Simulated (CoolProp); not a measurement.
Cyclopentane along the isotherm 78.25 °C: fugacity coefficient from the reference equation and from simpler models built on Tc = 238.6 °C, pc = 4.583 MPa, ω = 0.202; each cubic takes its own stable root.

The numbers come from the reference Helmholtz-energy equation of state, Gedanitz 2015 in CoolProp.

```
p (MPa)   phase  reference  Soave-Redlich-Kwong  Peng-Robinson
-------  ------  ---------  -------------------  -------------
5.09     liquid    0.05252              0.05316        0.05190
10.2     liquid    0.03127              0.03187        0.03047
15.3     liquid    0.02481              0.02545        0.02384
20.4     liquid    0.02212              0.02281        0.02096
25.5     liquid    0.02101              0.02177        0.01962
30.6     liquid    0.02076              0.02160        0.01910
35.6     liquid    0.02106              0.02201        0.01911
40.7     liquid    0.02179              0.02286        0.01949
45.8     liquid    0.02288              0.02410        0.02017
```
